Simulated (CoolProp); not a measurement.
The fluid at 407 K and 2.09 MPa is throttled through a valve to 0.306 MPa with no heat exchange. The same conditions are run with several fluids, on thermodynamics alone (safety and materials aside).

The numbers come from the reference Helmholtz-energy equation of state of each fluid (R236EA: Rui 2013; ammonia: Gao 2020; carbon dioxide: Span 1996; C3F8 (R218): Lemmon 2006; chlorine: Thol 2021) in CoolProp.

```csv
fluid,temperature change (K),final density (kg/m³)
R236EA,-20.6,15.1
ammonia,-19.0,1.63
carbon dioxide,-9.3,4.10
C3F8 (R218),-10.3,17.9
chlorine,-26.9,6.99
```
